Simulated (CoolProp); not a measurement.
Properties of toluene along the isotherm 620 K.

Computed with CoolProp (reference Helmholtz-energy equation of state, Lemmon 2006). It is a short technical equation, of lower accuracy than the large ones.

| p (bar) | phase | density (kg/m³) | cv (kJ/(kg K)) |
|---|---|---|---|
| 2.29 | gas | 4.167 | 2.094 |
| 4.58 | gas | 8.489 | 2.099 |
| 6.88 | gas | 13.00 | 2.104 |
| 9.17 | gas | 17.68 | 2.109 |
| 11.5 | gas | 22.64 | 2.114 |
| 13.8 | gas | 27.78 | 2.119 |
| 16 | gas | 32.92 | 2.125 |
| 18.3 | gas | 38.57 | 2.131 |
| 20.6 | gas | 44.54 | 2.137 |
